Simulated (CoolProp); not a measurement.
Vapour-liquid equilibrium of CH2F2 (R32) (1) + fluoroethane (R161) (2) at 0.711 MPa; x and y are mole fractions of (1).

Model: multi-fluid Helmholtz-energy mixture model, Tillner-Roth 1997 and Wu 2012; pair parameters Bell 2016, in CoolProp.

```
x      bubble temperature (°C)  y at the bubble point  dew temperature at overall composition x (°C)  liquid density (mol/L)
-----  -----------------------  ---------------------  ---------------------------------------------  ----------------------
0.05                      13.9                  0.090                                           14.7                   15.42
0.125                     11.6                  0.208                                           13.2                   15.76
0.2                        9.5                  0.310                                           11.8                   16.10
0.275                      7.7                  0.400                                           10.3                   16.45
0.35                       6.1                  0.481                                            8.7                   16.81
0.425                      4.6                  0.555                                            7.2                   17.18
0.5                        3.2                  0.624                                            5.7                   17.57
0.575                      1.9                  0.688                                            4.2                   17.97
0.65                       0.7                  0.749                                            2.7                   18.38
0.725                     -0.4                  0.807                                            1.2                   18.81
0.8                       -1.5                  0.863                                           -0.2                   19.26
0.875                     -2.5                  0.916                                           -1.7                   19.73
0.95                      -3.5                  0.967                                           -3.2                   20.21
```

No azeotrope shows between x = 0.05 and 0.95.

Pair parameters are fitted to limited data, so mixtures are less certain than the pure fluids.
